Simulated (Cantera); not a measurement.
Cantera run:

```python
import numpy as np
import cantera as ct

gas_names = """
    C CO CO2 C2 C2O C3 C3O2 C4 C5 O O2 O3 Pb PbO Pb2
""".split()
cond_names = """
    C(gr) Pb(cr) Pb(L) PbO(rd) PbO(yw) PbO(L) PbO2(s) Pb3O4(s)
""".split()


# ... load() reads the species with a 1 bar reference pressure and builds the phases ...
atoms = {
    'PbO': {'Pb': 1, 'O': 1},
    'CO': {'C': 1, 'O': 1},
}
top_T = {'C(gr)': 4500, 'Pb3O4(s)': 820}  # K; cautious upper limits of use, not melting points


# ... equilibrate(T, P, feed) seeds the gas with the atoms and calls Mixture.equilibrate('TP', solver="vcs", rtol=1e-11, max_steps=5000) ...
results = []
feed = {'PbO': 1, 'CO': 4.3}  # mol
T = 2550  # K
P = 52  # Pa
mix = equilibrate(T, P, feed)
results.append((T, P, feed, dict(zip(mix.species_names, mix.species_moles))))
print(gas.report(threshold=0.001))
for i in range(1, mix.n_phases):
    print(f"{mix.phase(i).name:16s} {mix.phase_moles(i):12.5e} mol")
```

Output:

```
       temperature   2550 K
          pressure   52 Pa
           density   0.00014116 kg/m^3
  mean mol. weight   57.555 kg/kmol
   phase of matter   gas

                          1 kg             1 kmol
                     ---------------   ---------------
          enthalpy        6.5824e+05        3.7885e+07  J
   internal energy        2.8987e+05        1.6683e+07  J
           entropy            5691.2        3.2756e+05  J/K
    Gibbs function       -1.3854e+07       -7.9739e+08  J
 heat capacity c_p            610.75             35152  J/K
 heat capacity c_v            466.29             26837  J/K

                      mass frac. Y      mole frac. X     chem. pot. / RT
                     ---------------   ---------------   ---------------
                CO           0.33139           0.68094           -41.717
               CO2           0.03001          0.039247            -62.44
                 O          0.027168          0.097735           -20.723
                O2         0.0081107          0.014589           -41.446
                Pb           0.59818           0.16616           -24.447
               PbO         0.0051445         0.0013266            -45.17
     [   +9 minor]        2.0941e-07        2.9112e-08

C(gr)             0.00000e+00 mol
Pb(L)             0.00000e+00 mol
PbO(L)            0.00000e+00 mol
```

Cantera equilibrium calculation (NASA polynomials, part measured and part estimated; ideal gas, pure solids and liquids).
